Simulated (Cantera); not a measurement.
An isothermal, constant-pressure homogeneous reactor starts with CO : O2 : H2O : N2 = 0.01 : 0.029 : 0.00068 : 1 (molar parts), at 1398 K and 0.270 bar.

Cantera simulation using GRI-Mech 3.0 (53 species, 325 reactions); the numbers are that mechanism's predictions, not measurements.

One state of this run: x CO = 1.86e-5; x O2 = 0.0232; x H2O = 0.000648; x H2O2 = 4.03e-10; x NO2 = 8.07e-9; x NO = 3.42e-6. x: mole fraction; the columns are a selection and need not sum to one.

Question: Which value of t (s) does it belong to?
A) 0.291
B) 0.0162
C) 0.00618
D) 0.000900

Answer: A, 0.291
